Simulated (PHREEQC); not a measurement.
Synthetic water in mg/kgw, 25 °C, pH 2.69, pe 9:

| constituent | mg/kgw |
|---|---|
| Na | 128 |
| K | 62.5 |
| Ca | 641 |
| Mg | 41.4 |
| Cl | 270 |
| S(6) as SO4 | 1910 |
| O(0) (dissolved oxygen) | 1.28 |
| P as PO4 | 4.75 |
| Si as SiO2 | 78.1 |
| Br | 0.6 |

Valence states are taken as typed.

Computed with PHREEQC (ion-association model, phreeqc.dat).

Question: The ionic strength comes out as 0.0589 mol/kgw. What activity coefficients do K+, KSO4-, Ca+2, Cl-, Br- get?

Answer: K+ 0.80, KSO4- 0.82, Ca+2 0.45, Cl- 0.80, Br- 0.79.

No solid was allowed to form. Examples of supersaturated solids here: Quartz (slow to form), Chalcedony (slow to form). Others may be too.
